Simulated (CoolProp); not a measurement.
Aqueous sodium chloride as a coolant, 15 % by mass, freezing at -10.9 °C, 1 atm.

Model: Melinder's fits for secondary coolants, in CoolProp.

| T (°C) | Prandtl number | density (kg/m³) | cp (kJ/(kg K)) | viscosity (mPa s) |
|---|---|---|---|---|
| -5.6 | ? | 1118 | 3.506 | 2.81 |
| 1 | 14.4 | 1116 | 3.521 | 2.26 |
| 7.6 | 11.6 | 1113 | 3.534 | 1.85 |
| 14.2 | 9.52 | ? | 3.545 | 1.54 |
| 20.9 | 7.95 | 1108 | ? | ? |
| 27.5 | 6.77 | 1105 | 3.561 | ? |
| 34.1 | ? | 1102 | 3.567 | ? |

Some entries are withheld; supply them.


- -5.6, Prandtl number: 18.1
- 14.2, density (kg/m³): 1111
- 20.9, cp (kJ/(kg K)): 3.554
- 20.9, viscosity (mPa s): 1.31
- 27.5, viscosity (mPa s): 1.13
- 34.1, Prandtl number: 5.87
- 34.1, viscosity (mPa s): 0.997
